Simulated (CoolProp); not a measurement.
Properties of R1234ze(Z) along the isobar 0.101 MPa.

Model: reference Helmholtz-energy equation of state, Akasaka 2019, in CoolProp.

```
T (K)  phase  cv (kJ/(kg K))  fugacity coefficient
-----  -----  --------------  --------------------
377.6    gas          0.9011                0.9838
382.4    gas      (withheld)                0.9845
387.2    gas          0.9166                0.9852
392      gas      (withheld)                0.9859
396.8    gas          0.9318                0.9865
401.6    gas      (withheld)                0.9870
406.4    gas          0.9466                0.9876
411.2    gas          0.9539                0.9881
416      gas          0.9611                0.9886
420.8    gas      (withheld)                0.9890
425.6    gas          0.9752                0.9895
430.4    gas          0.9821                0.9899
435.2    gas          0.9889                0.9903
440      gas          0.9956                0.9907
```

Task: What belongs in the gaps?

Result: 
- 382.4, cv (kJ/(kg K)): 0.9089
- 392, cv (kJ/(kg K)): 0.9242
- 401.6, cv (kJ/(kg K)): 0.9392
- 420.8, cv (kJ/(kg K)): 0.9682
